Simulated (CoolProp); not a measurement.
Vapour-liquid equilibrium of acetone (1) + n-nonane (2) at 324.8 K; x and y are mole fractions of (1).

The numbers come from the multi-fluid Helmholtz-energy mixture model, Lemmon 2006 and Lemmon 2006; pair parameters Bell 2016 in CoolProp.

Question: Give the bubble pressure and the first vapour's composition at x = 0.05, 0.65, 0.95. Is there an azeotrope?

Answer: x = 0.05: 0.01978 MPa, y = 0.870; x = 0.65: 0.07081 MPa, y = 0.972; x = 0.95: 0.08335 MPa, y = 0.992. No azeotrope shows between x = 0.05 and 0.95.

The pair parameters rest on a limited set of measurements; away from them the model extrapolates. With so large a gap from Raoult's law the liquid may split in two, which this calculation doesn't test in full.
